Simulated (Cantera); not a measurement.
Charge: 1 mol CF₄, 0.17 mol Si, equilibrated at 2023 K and 41.0 Pa.

Method: chemical equilibrium by Gibbs-energy minimisation in Cantera with the NASA 1993 tables (ideal gas, pure condensed phases). Candidate condensed phases: C, Si, SiC; 23 gas species. The tables' values for SiF₃ are old estimates; treat these amounts as uncertain. Gases not in the tables: C₂F₆ and larger saturated fluorocarbons. Kinetics and transport are ignored.

Base state: F 0.338, CF₂ 0.320, CF₄ 0.233, SiF₄ 0.0990, CF₃ 0.00797, CF 0.00176, SiF₃ 3.35e-5 (mole fractions); condensed: C(graphite).

Question: What changes in the equilibrium state with this change: CF₄ replaced by CCl₄?

Answer: 
```
species            before     after
----------------  -------  --------
Cl                      0     0.955
SiCl₂                   0    0.0418
SiCl₃                   0   0.00246
F                   0.338         0
CF₂                 0.320         0
CF₄                 0.233         0
SiF₄               0.0990         0
CF₃               0.00797         0
CF                0.00176         0
Cl₂                     0  0.000577
SiCl₄                   0  0.000161
C(graphite), mol   0.0344     1.000
```
The tables' values for SiCl₃, SiCl are old estimates; treat these amounts as uncertain.
